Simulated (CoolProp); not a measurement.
Values from CoolProp's reference Helmholtz-energy equation of state, Jacobsen 1992.

**Question.** For R11, give the phase and the speed of sound (m/s), expansivity (1/kK), fugacity coefficient at -15.95 °C and 85.7 bar.

**Answer.** 
- -15.95 °C and 85.7 bar: liquid; speed of sound 923, expansivity 1.31, fugacity coefficient 0.00315
